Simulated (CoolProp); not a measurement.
Vapour-liquid equilibrium of CHF3 (R23) (1) + propylene (2) at 0.382 MPa; x and y are mole fractions of (1).

Computed with CoolProp (multi-fluid Helmholtz-energy mixture model, Penoncello 2003 and Lemmon 2013; pair parameters Bell 2016).

```json
[
 {"x": "0.05", "bubble temperature, mixture model (K)": "248.4", "bubble temperature, Raoult's law (K)": "254.9", "y, mixture model": "0.334", "y, Raoult's law": "0.193"},
 {"x": "0.2", "bubble temperature, mixture model (K)": "231.1", "bubble temperature, Raoult's law (K)": "244.0", "y, mixture model": "0.694", "y, Raoult's law": "0.542"},
 {"x": "0.35", "bubble temperature, mixture model (K)": "224.7", "bubble temperature, Raoult's law (K)": "236.3", "y, mixture model": "0.791", "y, Raoult's law": "0.726"},
 {"x": "0.5", "bubble temperature, mixture model (K)": "221.9", "bubble temperature, Raoult's law (K)": "230.4", "y, mixture model": "0.833", "y, Raoult's law": "0.835"},
 {"x": "0.65", "bubble temperature, mixture model (K)": "220.3", "bubble temperature, Raoult's law (K)": "225.8", "y, mixture model": "0.862", "y, Raoult's law": "0.906"},
 {"x": "0.8", "bubble temperature, mixture model (K)": "219.0", "bubble temperature, Raoult's law (K)": "222.0", "y, mixture model": "0.896", "y, Raoult's law": "0.955"},
 {"x": "0.95", "bubble temperature, mixture model (K)": "218.0", "bubble temperature, Raoult's law (K)": "218.7", "y, mixture model": "0.962", "y, Raoult's law": "0.990"}
]
```

The largest gap from Raoult's law is -12.9 K in bubble temperature, at x = 0.2. No azeotrope shows between x = 0.05 and 0.95.

The pair parameters rest on a limited set of measurements; away from them the model extrapolates. With so large a gap from Raoult's law the liquid may split in two, which this calculation doesn't test in full.
